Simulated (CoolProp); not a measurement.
Properties of R245fa along the isobar 113 bar (Tc = 153.9 °C, pc = 36.51 bar, ω = 0.378).

The numbers come from the reference Helmholtz-energy equation of state, Akasaka 2015 in CoolProp.

```tsv
T (°C)	phase	density (kg/m³)	viscosity (µPa s)	Prandtl number	fugacity coefficient
60.95	liquid	1281	314	4.88	0.05680
69.75	liquid	1258	288	4.64	0.07048
78.55	liquid	1234	264	4.43	0.08612
87.45	liquid	1209	242	4.23	0.1040
96.25	liquid	1184	223	4.04	0.1236
105.05	liquid	1158	205	3.87	0.1452
113.85	liquid	1131	189	3.71	0.1687
122.75	liquid	1103	173	3.55	0.1942
131.55	liquid	1074	160	3.41	0.2210
140.35	liquid	1043	147	3.28	0.2493
149.15	liquid	1012	136	3.16	0.2788
158.05	supercritical	978.1	125	3.04	0.3096
166.85	supercritical	943.2	115	2.94	0.3408
```

Viscosity comes from a separate model (Bell 2016), an estimate that may be off by 10 % or more. Thermal conductivity comes from a separate model (Huber 2003), an estimate that may be off by 10 % or more.
